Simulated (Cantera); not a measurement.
Feed: 1 mol SiH4, a varied amount of O3, 1.4 mol N2, at 900 K and 13.3 mbar.

These are equilibrium values from Cantera (NASA tables, ideal gas, pure condensed phases), not measurements of a reactor. Candidate condensed phases: H2O, Si, SiO2, Si2N2O, Si3N4; 35 gas species. The numbers say what is thermodynamically allowed, not how fast it happens.

Task: At 6 mol O3, list the 3 most abundant gas species with their mole fractions, and the condensed phases.

Result: O2 0.673, H2O 0.192, N2 0.135. Condensed: SiO2(β-quartz).
